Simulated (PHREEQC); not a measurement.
Solution (54 °C): 0.0016 mol/kgw Cu(NO3)2, 0.001 mol/kgw H2SO4 and 0.00011 mol/kgw Na2SO4. Closed to the air; pH follows from the charge balance.

Computed with PHREEQC (ion-association model, wateq4f.dat).

Each row changes one thing in this solution. Precipitation was switched off in this run.

```json
[
 {"case": "as made", "pH": "2.78", "ionic strength (mol/kgw)": "0.00720", "SO4-2 (mol/kgw)": "0.000782", "HSO4- (mol/kgw)": "0.000193", "NaSO4- (mol/kgw)": "7.01e-7", "SI of Mirabilite (Na2SO4:10H2O)": "-10.79"},
 {"case": "Cu(NO3)2 replaced by Cd(NO3)2 at the same molality", "pH": "2.78", "ionic strength (mol/kgw)": "0.00706", "SO4-2 (mol/kgw)": "0.000749", "HSO4- (mol/kgw)": "(withheld)", "NaSO4- (mol/kgw)": "6.74e-7", "SI of Mirabilite (Na2SO4:10H2O)": "-10.80"},
 {"case": "0.0016 mol/kgw HF added", "pH": "(withheld)", "ionic strength (mol/kgw)": "0.00746", "SO4-2 (mol/kgw)": "0.000764", "HSO4- (mol/kgw)": "0.000216", "NaSO4- (mol/kgw)": "(withheld)", "SI of Mirabilite (Na2SO4:10H2O)": "-10.80"},
 {"case": "0.00037 mol/kgw Fe(NO3)3 added", "pH": "2.71", "ionic strength (mol/kgw)": "0.00836", "SO4-2 (mol/kgw)": "0.000704", "HSO4- (mol/kgw)": "0.000200", "NaSO4- (mol/kgw)": "6.15e-7", "SI of Mirabilite (Na2SO4:10H2O)": "-10.85"},
 {"case": "0.00011 mol/kgw Cu(BF4)2 added", "pH": "2.79", "ionic strength (mol/kgw)": "0.00747", "SO4-2 (mol/kgw)": "0.000780", "HSO4- (mol/kgw)": "0.000188", "NaSO4- (mol/kgw)": "6.94e-7", "SI of Mirabilite (Na2SO4:10H2O)": "-10.79"},
 {"case": "diluted 10-fold with water", "pH": "3.72", "ionic strength (mol/kgw)": "0.000794", "SO4-2 (mol/kgw)": "0.000104", "HSO4- (mol/kgw)": "3.51e-6", "NaSO4- (mol/kgw)": "1.19e-8", "SI of Mirabilite (Na2SO4:10H2O)": "(withheld)"}
]
```

Fill in the missing entries.


- Cu(NO3)2 replaced by Cd(NO3)2 at the same molality, HSO4- (mol/kgw): 0.000186
- 0.0016 mol/kgw HF added, pH: 2.72
- 0.0016 mol/kgw HF added, NaSO4- (mol/kgw): 6.80e-7
- diluted 10-fold with water, SI of Mirabilite (Na2SO4:10H2O): -13.50

Some of these states are supersaturated (in Hematite (slow to form), Goethite (slow to form), for instance). Away from 25 °C the constants follow the database's enthalpies or fits; those with neither stay at their 25 °C values. Real BF4- forms and hydrolyses slowly; the run takes it at equilibrium.
